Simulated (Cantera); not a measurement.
**Low-pressure radical oxidation in H2/O2**

A perfectly stirred reactor is fed with 27.0 % H2, 73.0 % O2, equivalence ratio 0.18, at 0.0267 bar; it is held at 1375 K, and followed from long to short residence time.

Detailed kinetics in Cantera: the H2/O2 subset of GRI-Mech 3.0, which has no nitrogen chemistry. Radical loss at walls, strong at low pressure, is not modelled. The temperature is held fixed by assumption; the heat of reaction is taken as removed at once.

```json
[
 {"τ (s)": "1.6", "x H2": "0.000371", "x O2": "0.685", "x OH": "0.00284", "x H2O2": "1.94e-7", "x HO2": "3.53e-6"},
 {"τ (s)": "0.49", "x H2": "0.000808", "x O2": "0.683", "x OH": "0.00422", "x H2O2": "2.89e-7", "x HO2": "6.02e-6"},
 {"τ (s)": "0.15", "x H2": "0.00174", "x O2": "0.679", "x OH": "0.00622", "x H2O2": "4.11e-7", "x HO2": "9.21e-6"},
 {"τ (s)": "0.045", "x H2": "0.00369", "x O2": "0.671", "x OH": "0.00912", "x H2O2": "5.52e-7", "x HO2": "1.25e-5"},
 {"τ (s)": "0.014", "x H2": "0.00731", "x O2": "0.655", "x OH": "0.0128", "x H2O2": "6.66e-7", "x HO2": "1.46e-5"},
 {"τ (s)": "0.0041", "x H2": "0.0134", "x O2": "0.628", "x OH": "0.0169", "x H2O2": "6.96e-7", "x HO2": "1.49e-5"},
 {"τ (s)": "0.0013", "x H2": "0.0207", "x O2": "0.603", "x OH": "0.0197", "x H2O2": "6.62e-7", "x HO2": "1.38e-5"}
]
```
x: mole fraction; the columns are a selection and need not sum to one.
